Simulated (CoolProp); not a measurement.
R123 along the isobar 115 bar: Z from the reference equation and from simpler models built on Tc = 456.8 K, pc = 36.62 bar, ω = 0.282; each cubic takes its own stable root.

Model: reference Helmholtz-energy equation of state, Younglove 1994, in CoolProp. It is a modified Benedict-Webb-Rubin equation, recast in Helmholtz form.

```csv
T (K),phase,reference,Redlich-Kwong,Soave-Redlich-Kwong
404.4,liquid,0.4260,0.4786,0.4672
410.9,liquid,0.4258,0.4785,0.4679
417.5,liquid,0.4259,0.4788,0.4692
424,liquid,…,0.4795,0.4710
430.5,liquid,0.4274,0.4806,0.4733
437,liquid,0.4288,…,0.4763
443.5,liquid,…,0.4840,…
450,liquid,0.4331,0.4864,0.4841
456.5,liquid,0.4361,0.4892,0.4891
463,supercritical,…,…,0.4948
469.6,supercritical,0.4441,0.4963,0.5014
```

Problem. Some entries are withheld; supply them.

Solution. 
- 424, reference: 0.4264
- 437, Redlich-Kwong: 0.4821
- 443.5, reference: 0.4307
- 443.5, Soave-Redlich-Kwong: 0.4799
- 463, reference: 0.4397
- 463, Redlich-Kwong: 0.4925
